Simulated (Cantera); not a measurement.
Feed: 1 mol CH3SiCl3, 0.61 mol CH4, 41 mol H2, equilibrated at 1548.15 K and 0.0450 bar.

Cantera equilibrium calculation (NASA polynomials, part measured and part estimated; ideal gas, pure solids and liquids). Candidate condensed phases: C, C6H6, C7H8, C8H18, Si, SiC; 109 gas species. The feed counts by its element totals alone. The numbers say what is thermodynamically allowed, not how fast it happens.

Base state: H2 0.934, HCl 0.0660, H 0.000140, SiCl2 0.000136, CH4 8.04e-5, C2H2 (acetylene) 1.47e-5 (mole fractions); condensed: C(graphite) + SiC(s).

Problem. What changes in the equilibrium state with this change: CH3SiCl3 replaced by Si(CH3)4?

Solution. 
```
species             before     after
----------------  --------  --------
H2                   0.934     1.000
H                 0.000140  0.000145
CH4                8.04e-5   9.22e-5
HCl                 0.0660         0
SiCl2             0.000136         0
C2H2 (acetylene)   1.47e-5   1.57e-5
C(graphite), mol     0.611      3.60
SiC(s), mol          0.994     1.000
```
